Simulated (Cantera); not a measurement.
An adiabatic, constant-volume homogeneous reactor starts with H2 : O2 : N2 = 1 : 1.11 : 4.18 (molar parts), equivalence ratio 0.45, at 1775 K and 3750 Torr. Integrator tolerance rtol = 1e-08.

Model: the H2/O2 subset of GRI-Mech 3.0, which has no nitrogen chemistry, integrated in Cantera. The hydrogen kinetics of GRI-Mech 3.0 are dated; newer H2 mechanisms differ, most at raised pressure.

Problem. What does this change do: O2 1.11 to 0.88 parts?

Solution. 
```csv
quantity,before,after
time of steepest temperature rise,1.43 µs,1.59 µs
temperature at 0.500 s,2867 K,2900 K
equilibrium temperature,2867 K,2900 K
x(H2) at 0.500 s,0.00500 (gas-phase equilibrium 0.00500),0.00723 (gas-phase equilibrium 0.00723)
x(O2) at 0.500 s,0.0969 (gas-phase equilibrium 0.0969),0.0622 (gas-phase equilibrium 0.0622)
x(O) at 0.500 s,0.00800 (gas-phase equilibrium 0.00800),0.00723 (gas-phase equilibrium 0.00723)
x(H) at 0.500 s,0.00267 (gas-phase equilibrium 0.00267),0.00357 (gas-phase equilibrium 0.00357)
x(H2O) at 0.500 s,0.152 (gas-phase equilibrium 0.152),0.156 (gas-phase equilibrium 0.156)
x(OH) at 0.500 s,0.0241 (gas-phase equilibrium 0.0241),0.0236 (gas-phase equilibrium 0.0236)
x(HO2) at 0.500 s,3.76e-5 (gas-phase equilibrium 3.76e-5),2.93e-5 (gas-phase equilibrium 2.93e-5)
```
